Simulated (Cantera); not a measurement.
Standard-state values (1 bar) from the NASA 1993 polynomials, evaluated with Cantera. Values are per mole of reaction as written; species without (g) are pure solids or liquids, kept so even where they would boil at 1 bar.

Between 2498 and 2898 K, where is each reaction favourable under standard conditions?
- 3 NaCl(g) + NH3(g) → 3 Na(g) + 3 HCl(g) + N(g)
- Cl(g) + Na(g) → NaCl(g)


- 3 NaCl(g) + NH3(g) → 3 Na(g) + 3 HCl(g) + N(g): ΔG° is 331 kJ at 2498 K and 205 kJ at 2898 K; it stays positive (K < 1). ΔH° is 1123 kJ and ΔS° 317 J/K at 2898 K.
- Cl(g) + Na(g) → NaCl(g): ΔG° is -169 kJ at 2498 K and -129 kJ at 2898 K; it stays negative (K > 1). ΔH° is -421 kJ and ΔS° -101 J/K at 2898 K.
